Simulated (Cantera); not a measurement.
What does this Cantera script print?

```python
import numpy as np
import cantera as ct

gas_names = [...]  # 47 gases of nasa_gas.yaml made of Cl, H, N, O, Si
cond_names = """
    H2O(s) H2O(L) NH4CL(a) NH4CL(b) Si(cr) Si(L) SiO2(Lqz) SiO2(hqz) SiO2(L) Si2N2O(s) Si3N4(a)
""".split()


# ... load() reads the species with a 1 bar reference pressure and builds the phases ...
atoms = {
    'SiO2': {'Si': 1, 'O': 2},
    'HCl': {'H': 1, 'CL': 1},
    'N2': {'N': 2},
}
top_T = {'Si2N2O(s)': 2100, 'Si3N4(a)': 2400}  # K; cautious upper limits of use, not melting points


# ... equilibrate(T, P, feed) seeds the gas with the atoms and calls Mixture.equilibrate('TP', solver="vcs", rtol=1e-11, max_steps=5000) ...
results = []
feed = {'SiO2': 1, 'HCl': 3.4, 'N2': 6.1}  # mol
P = 38000  # Pa
for T in [825, 925, 1025, 1125, 1225, 1325, 1425, 1525]:
    mix = equilibrate(T, P, feed)
    results.append((T, P, feed, dict(zip(mix.species_names, mix.species_moles))))
    x = sorted(zip(gas.X, gas.species_names), reverse=True)
    print(f"T = {T:g} K  P = {P:g} Pa  gas = {mix.phase_moles(0):.4g} mol")
    print("   x: " + "  ".join(f"{s} {v:.3e}" for v, s in x if v > 0.0001))
    print("   condensed (mol): " + ("  ".join(f"{mix.phase(i).name} {mix.phase_moles(i):.4g}"
          for i in range(1, mix.n_phases) if mix.phase_moles(i) > 1e-12) or "none"))
```

It prints:

```
T = 825 K  P = 38000 Pa  gas = 9.5 mol
   x: N2 6.421e-01  HCL 3.579e-01
   condensed (mol): SiO2(Lqz) 0.9999
T = 925 K  P = 38000 Pa  gas = 9.5 mol
   x: N2 6.421e-01  HCL 3.578e-01
   condensed (mol): SiO2(hqz) 0.9999
T = 1025 K  P = 38000 Pa  gas = 9.5 mol
   x: N2 6.421e-01  HCL 3.578e-01
   condensed (mol): SiO2(hqz) 0.9998
T = 1125 K  P = 38000 Pa  gas = 9.5 mol
   x: N2 6.421e-01  HCL 3.578e-01
   condensed (mol): SiO2(hqz) 0.9997
T = 1225 K  P = 38000 Pa  gas = 9.5 mol
   x: N2 6.421e-01  HCL 3.577e-01
   condensed (mol): SiO2(hqz) 0.9995
T = 1325 K  P = 38000 Pa  gas = 9.5 mol
   x: N2 6.421e-01  HCL 3.575e-01  H2O 1.320e-04
   condensed (mol): SiO2(hqz) 0.9994
T = 1425 K  P = 38000 Pa  gas = 9.5 mol
   x: N2 6.421e-01  HCL 3.572e-01  CL 2.619e-04  H2O 1.721e-04  H2 1.528e-04
   condensed (mol): SiO2(hqz) 0.9992
T = 1525 K  P = 38000 Pa  gas = 9.502 mol
   x: N2 6.420e-01  HCL 3.567e-01  CL 6.043e-04  H2 3.302e-04  H2O 2.166e-04  SiCL4 1.069e-04
   condensed (mol): SiO2(hqz) 0.999
```

Cantera equilibrium calculation (NASA polynomials, part measured and part estimated; ideal gas, pure solids and liquids). The tables hold silica as quartz up to 1696 K and as liquid above; real silica turns to tridymite and cristobalite and melts near 1996 K.
